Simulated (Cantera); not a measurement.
Mixture: CH4 : O2 : N2 = 1 : 2.44 : 9.17 (molar parts), equivalence ratio 0.82, at 975 Torr, adiabatic and at constant volume. Ignition delay is the time to a rise of 400 K.

Computed with Cantera and GRI-Mech 3.0 (53 species, 325 reactions).

Task: At T0 = 1300 K, what is the delay, and which 8 reactions control it most (d ln τ / d ln k, from doubling and halving each rate constant)?

Result: The delay is 8.19 ms.
```
reaction                  d ln τ / d ln k   faster rate
------------------------  ---------------  ------------
2 CH3 (+M) <=> C2H6 (+M)             0.54  lengthens it
CH3 + O2 <=> CH3O + O               -0.43   shortens it
CH3 + O2 <=> CH2O + OH              -0.34   shortens it
H + O2 <=> O + OH                   -0.28   shortens it
CH4 + H <=> CH3 + H2                 0.25  lengthens it
CH2O + O2 <=> HCO + HO2             -0.24   shortens it
CH3 + HO2 <=> CH3O + OH             -0.22   shortens it
CH2O + CH3 <=> CH4 + HCO            -0.17   shortens it
```
